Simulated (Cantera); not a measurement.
A closed system holds: 1 mol PbO, 0.67 mol CH₄, 4.7 mol H₂, at 2.40 bar.

Equilibrium computed with Cantera from the NASA thermochemical tables; the gas is ideal and each condensed phase is pure. Candidate condensed phases: C, C₆H₆, C₇H₈, C₈H₁₈, H₂O, Pb, PbO, PbO₂, Pb₃O₄; 113 gas species. Kinetics and transport are ignored.

Q: At 1723 K, list the 7 most abundant gas species with their mole fractions, and the condensed phases.

A: H₂ 0.796, CO 0.0918, Pb 0.0661, H₂O 0.0445, CO₂ 0.00146, H 0.000105, Pb₂ 9.42e-5. Condensed: Pb(l).
